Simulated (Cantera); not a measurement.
What does this Cantera script print?

```python
import numpy as np
import cantera as ct

gas = ct.Solution("gri30.yaml")
gas.TPX = 650, 1000000, {'CO': 1, 'H2': 0.13, 'O2': 0.621, 'N2': 2.33}
flame = ct.FreeFlame(gas, width=0.008)
flame.set_refine_criteria(ratio=3, slope=0.08, curve=0.16)
flame.transport_model = "mixture-averaged"
flame.solve(loglevel=0, auto=True)
z, T = flame.grid, flame.T
thick = (T[-1] - T[0]) / np.gradient(T, z).max()
show = ['CO', 'H2', 'O2', 'H2O', 'O', 'CO2']
print(f"laminar burning velocity  {flame.velocity[0] * 100:.3f} cm/s")
print(f"burnt temperature         {T[-1]:.1f} K")
print(f"thermal thickness         {thick * 1e3:.4f} mm")
print(f"grid points               {len(z)}")
z0 = z[flame.heat_release_rate.argmax()]
print(f"{'z/mm':>9s}{'T/K':>9s}{'u/(m/s)':>9s}" + "".join(f"{s:>11s}" for s in show))
rows = []
for k in (-3, -2, -1.5, -1, -0.5, -0.25, 0, 0.25, 0.5, 1, 2, 4, 8):
    zz = z0 + k * thick
    rows.append([k * thick, np.interp(zz, z, T), np.interp(zz, z, flame.velocity),
                 *(np.interp(zz, z, flame.X[gas.species_index(s)]) for s in show)])
    print(f"{rows[-1][0] * 1e3:9.3f}{rows[-1][1]:9.1f}{rows[-1][2]:9.3f}" + "".join(f"{x:11.3e}" for x in rows[-1][3:]))
```

Result:

```
laminar burning velocity  109.942 cm/s
burnt temperature         2579.1 K
thermal thickness         0.0625 mm
grid points               122
     z/mm      T/K  u/(m/s)         CO         H2         O2        H2O          O        CO2
   -0.187    650.0    1.099  2.451e-01  3.156e-02  1.522e-01  1.013e-06  9.409e-14  6.040e-08
   -0.125    650.2    1.099  2.453e-01  3.077e-02  1.523e-01  1.282e-05  2.012e-11  1.458e-06
   -0.094    651.2    1.099  2.456e-01  2.951e-02  1.525e-01  5.927e-05  3.617e-10  9.907e-06
   -0.062    658.0    1.107  2.460e-01  2.649e-02  1.528e-01  3.679e-04  1.771e-08  1.125e-04
   -0.031    765.6    1.278  2.417e-01  1.822e-02  1.498e-01  4.260e-03  5.202e-06  4.096e-03
   -0.016   1084.1    1.786  2.194e-01  1.093e-02  1.350e-01  1.386e-02  3.366e-04  2.619e-02
    0.000   1542.1    2.478  1.703e-01  4.093e-03  1.026e-01  2.533e-02  3.802e-03  8.093e-02
    0.016   1854.0    2.908  1.232e-01  1.788e-03  7.479e-02  2.778e-02  7.229e-03  1.365e-01
    0.031   2036.4    3.143  9.465e-02  1.591e-03  6.017e-02  2.721e-02  7.566e-03  1.710e-01
    0.062   2224.9    3.383  7.022e-02  1.468e-03  4.854e-02  2.790e-02  5.826e-03  2.008e-01
    0.125   2379.8    3.578  5.294e-02  1.116e-03  4.066e-02  2.987e-02  3.513e-03  2.217e-01
    0.250   2487.8    3.710  3.988e-02  8.122e-04  3.470e-02  3.130e-02  2.109e-03  2.373e-01
    0.500   2554.6    3.789  3.113e-02  6.245e-04  3.060e-02  3.214e-02  1.424e-03  2.476e-01
```

Cantera simulation using GRI-Mech 3.0 (53 species, 325 reactions); the numbers are that mechanism's predictions, not measurements. The hydrogen kinetics of GRI-Mech 3.0 are dated; newer H2 mechanisms differ, most at raised pressure. Burning velocities carry a grid error of a few per cent, more on coarse grids.
